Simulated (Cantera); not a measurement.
Charge: 1 mol Si(CH3)4, 0.0034 mol C3H8, 510 mol H2, equilibrated at 1000 Pa.

These are equilibrium values from Cantera (NASA tables, ideal gas, pure condensed phases), not measurements of a reactor. Candidate condensed phases: C, C6H6, C7H8, C8H18, Si, SiC; 87 gas species. Gases not in the tables: Si2H6 and higher silanes. Kinetics and transport are ignored.

What share of the Si ends up in condensed phases as a function of T (°C), at 1677, 1702, 1727, 1752, 1777, 1802, 1827, 1852, 1877?


```json
[
 {"T (°C)": "1677", "Si condensed (%)": "93.3", "as": "SiC(s)"},
 {"T (°C)": "1702", "Si condensed (%)": "90.0", "as": "SiC(s)"},
 {"T (°C)": "1727", "Si condensed (%)": "85.2", "as": "SiC(s)"},
 {"T (°C)": "1752", "Si condensed (%)": "78.3", "as": "SiC(s)"},
 {"T (°C)": "1777", "Si condensed (%)": "68.2", "as": "SiC(s)"},
 {"T (°C)": "1802", "Si condensed (%)": "54.0", "as": "SiC(s)"},
 {"T (°C)": "1827", "Si condensed (%)": "33.7", "as": "SiC(s)"},
 {"T (°C)": "1852", "Si condensed (%)": "5.2", "as": "SiC(s)"},
 {"T (°C)": "1877", "Si condensed (%)": "0.0", "as": "-"}
]
```
